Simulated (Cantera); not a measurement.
Input: 1 mol Al(CH3)3, 30 mol N2O, 1.6 mol H2, held at 1575 °C and 29.0 mbar.

Equilibrium computed with Cantera from the NASA thermochemical tables; the gas is ideal and each condensed phase is pure. Candidate condensed phases: Al, AlN, Al2O3, C, C6H6, C7H8, C8H18, H2O; 148 gas species. The feed counts by its element totals alone. Rates play no part.

Base state: N2 0.632, O2 0.171, H2O 0.127, CO2 0.0631, NO 0.00393, OH 0.00238, O 0.000460, CO 0.000300 (mole fractions); condensed: Al2O3(s).

### Question
What changes in the equilibrium state with this change: Al(CH3)3 replaced by AlCl3?

### Answer
```
species          before     after
-------------  --------  --------
N2                0.632     0.627
O2                0.171     0.289
HCl                   0    0.0378
H2O               0.127    0.0142
CO2              0.0631         0
Cl                    0    0.0249
CO             0.000300         0
Cl2                   0  0.000116
ClO                   0   3.89e-5
H2             0.000151   1.30e-5
H               3.83e-5   1.12e-5
Al2O3(s), mol     0.500     0.500
```
Further candidate phases: AlCl3, NH4Cl.

### Question
What changes in the equilibrium state with this change: pressure from 29.0 mbar to 37.0 Pa?

### Answer
```csv
species,before,after
N2,0.632,0.628
O2,0.171,0.169
H2O,0.127,0.123
OH,0.00238,0.00693
O,0.000460,0.00405
CO2,0.0631,0.0605
H,3.83e-5,0.000994
H2,0.000151,0.00130
CO,0.000300,0.00256
"Al2O3(s), mol",0.500,0.500
```

### Question
What changes in the equilibrium state with this change: N2O from 30 to 4.5 mol?

### Answer
| species | before | after |
|---|---|---|
| H2 | 0.000151 | 0.447 |
| N2 | 0.632 | 0.331 |
| CO | 0.000300 | 0.220 |
| O2 | 0.171 | <1e-9 |
| CO2 | 0.0631 | 7.52e-6 |
| H2O | 0.127 | 6.12e-5 |
| Al | <1e-9 | 1.91e-5 |
| NO | 0.00393 | <1e-9 |
| O | 0.000460 | <1e-9 |
| OH | 0.00238 | 2.10e-8 |
| Al2O3(s), mol | 0.500 | 0.500 |
